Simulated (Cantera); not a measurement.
**Premixed flame**

A freely propagating, adiabatic, planar premixed flame of H₂ : O₂ : N₂ = 1 : 0.625 : 2.35 (molar parts), equivalence ratio 0.80, unburnt at 673 K and 500000 Pa; mixture-averaged transport, grid criteria slope 0.08 and curve 0.16, no radiation.

Detailed kinetics in Cantera: the H2/O2 subset of GRI-Mech 3.0, which has no nitrogen chemistry. The hydrogen kinetics of GRI-Mech 3.0 are dated; newer H2 mechanisms differ, most at raised pressure. Burning velocities carry a grid error of a few per cent, more on coarse grids.

```csv
z (mm),T (K),u (m/s),x H₂,x O₂,x OH,x HO₂,x H,x O
-0.180,673,6.82,0.252,0.157,<1e-8,<1e-8,<1e-8,<1e-8
-0.120,673,6.82,0.252,0.157,<1e-8,<1e-8,<1e-8,<1e-8
-0.0900,673,6.81,0.251,0.157,<1e-8,8.05e-8,<1e-8,<1e-8
-0.0600,674,6.81,0.250,0.158,<1e-8,4.44e-6,2.13e-8,3.96e-8
-0.0300,720,7.13,0.232,0.160,7.04e-5,0.000567,0.000108,1.68e-5
-0.0150,981,9.40,0.186,0.152,0.00110,0.000679,0.00301,0.000492
0,1408,13.1,0.110,0.116,0.00440,0.000358,0.0145,0.00407
0.0150,1721,15.9,0.0524,0.0732,0.0107,0.000183,0.0223,0.00867
0.0300,1893,17.4,0.0310,0.0538,0.0152,0.000108,0.0206,0.0101
0.0600,2069,18.8,0.0213,0.0445,0.0176,6.06e-5,0.0136,0.00853
0.120,2220,20.0,0.0152,0.0407,0.0167,3.32e-5,0.00699,0.00552
0.240,2333,20.9,0.00934,0.0384,0.0140,1.76e-5,0.00292,0.00307
0.480,2401,21.4,0.00512,0.0373,0.0109,1.07e-5,0.00111,0.00161
```
x: mole fraction of selected species; z is measured from the peak of heat release.

| Item | Value |
|---|---|
| laminar burning velocity | 682 cm/s |
| thermal thickness | 0.0600 mm |
| peak x(OH) | 0.0176 |
| peak x(HO₂) | 0.000828 |
| peak x(H) | 0.0224 |
| peak x(O) | 0.0101 |
